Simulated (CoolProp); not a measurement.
Vapour-liquid equilibrium of m-xylene (1) + n-nonane (2) at 548.5 K; x and y are mole fractions of (1).

The numbers come from the multi-fluid Helmholtz-energy mixture model, Zhou 2012 and Lemmon 2006; pair parameters Bell 2016 in CoolProp.

```json
[
 {"x": "0.05", "bubble pressure (MPa)": "1.209", "y at the bubble point": "0.062", "dew pressure at overall composition x (MPa)": "1.204", "liquid density (mol/L)": "3.633"},
 {"x": "0.15", "bubble pressure (MPa)": "1.256", "y at the bubble point": "0.178", "dew pressure at overall composition x (MPa)": "1.245", "liquid density (mol/L)": "3.758"},
 {"x": "0.25", "bubble pressure (MPa)": "1.299", "y at the bubble point": "0.286", "dew pressure at overall composition x (MPa)": "1.285", "liquid density (mol/L)": "3.897"},
 {"x": "0.35", "bubble pressure (MPa)": "1.337", "y at the bubble point": "0.388", "dew pressure at overall composition x (MPa)": "1.323", "liquid density (mol/L)": "4.049"},
 {"x": "0.45", "bubble pressure (MPa)": "1.369", "y at the bubble point": "0.485", "dew pressure at overall composition x (MPa)": "1.358", "liquid density (mol/L)": "4.217"},
 {"x": "0.55", "bubble pressure (MPa)": "1.396", "y at the bubble point": "0.578", "dew pressure at overall composition x (MPa)": "1.388", "liquid density (mol/L)": "4.402"},
 {"x": "0.65", "bubble pressure (MPa)": "1.418", "y at the bubble point": "0.670", "dew pressure at overall composition x (MPa)": "1.413", "liquid density (mol/L)": "4.607"},
 {"x": "0.75", "bubble pressure (MPa)": "1.433", "y at the bubble point": "0.761", "dew pressure at overall composition x (MPa)": "1.432", "liquid density (mol/L)": "4.833"},
 {"x": "0.85", "bubble pressure (MPa)": "1.443", "y at the bubble point": "0.854", "dew pressure at overall composition x (MPa)": "1.443", "liquid density (mol/L)": "5.082"},
 {"x": "0.95", "bubble pressure (MPa)": "1.447", "y at the bubble point": "0.950", "dew pressure at overall composition x (MPa)": "1.447", "liquid density (mol/L)": "5.357"}
]
```

No azeotrope shows between x = 0.05 and 0.95.

Pair parameters are fitted to limited data, so mixtures are less certain than the pure fluids.
